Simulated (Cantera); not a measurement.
Feed: 1 mol B2O3, 1 mol N2, equilibrated at 970 Pa.

These are equilibrium values from Cantera (NASA tables, ideal gas, pure condensed phases), not measurements of a reactor. Candidate condensed phases: B, BN, B2O3; 17 gas species. Kinetics and transport are ignored.

x: gas mole fraction; n: condensed amount in mol.

| T (K) | x N2 | x B2O3 | x BO | x BO2 | x B2O2 | x O | x NO | n B2O3(l) |
|---|---|---|---|---|---|---|---|---|
| 1125 | 1.00 | 6.87e-8 | <1e-12 | 4.97e-11 | <1e-12 | <1e-12 | 2.35e-10 | 1.00 |
| 1225 | 1.000 | [?] | [?] | [?] | [?] | <1e-12 | [?] | 1.000 |
| 1325 | 1.000 | 3.78e-5 | 6.06e-9 | 8.07e-9 | 1.43e-9 | 1.52e-12 | 6.21e-10 | 1.000 |
| 1425 | 1.000 | 0.000443 | 1.16e-7 | 1.63e-7 | 3.05e-8 | 4.74e-11 | 6.88e-9 | 1.000 |
| 1525 | 0.996 | 0.00370 | 1.49e-6 | 2.22e-6 | 4.23e-7 | 9.57e-10 | 5.64e-8 | 0.996 |
| 1625 | 0.977 | 0.0235 | 1.39e-5 | 2.16e-5 | 4.24e-6 | 1.32e-8 | 3.49e-7 | 0.976 |
| 1725 | 0.881 | 0.119 | 9.94e-5 | 0.000160 | 3.24e-5 | 1.33e-7 | 1.66e-6 | 0.865 |
| 1825 | 0.501 | 0.498 | 0.000570 | 0.000949 | 0.000196 | 1.04e-6 | 5.25e-6 | 0.00371 |
| 1925 | 0.499 | 0.497 | [?] | [?] | [?] | [?] | [?] | 0 |
| 2025 | 0.498 | 0.493 | 0.00391 | 0.00479 | 0.000524 | 2.41e-5 | 4.18e-5 | 0 |
| 2125 | 0.495 | 0.485 | 0.00873 | 0.00972 | 0.000763 | 9.64e-5 | 0.000105 | 0 |
| 2225 | 0.491 | 0.471 | 0.0179 | 0.0184 | 0.00105 | 0.000341 | 0.000244 | 0 |
| 2325 | 0.482 | 0.448 | 0.0342 | 0.0324 | 0.00139 | 0.00108 | 0.000521 | 0 |

Q: Fill in the missing entries.

A: 
- 1225, x B2O3: 2.11e-6
- 1225, x BO: 1.19e-10
- 1225, x BO2: 3.89e-10
- 1225, x B2O2: 1.53e-11
- 1225, x NO: 9.78e-11
- 1925, x BO: 0.00159
- 1925, x BO2: 0.00221
- 1925, x B2O2: 0.000336
- 1925, x O: 5.35e-6
- 1925, x NO: 1.54e-5
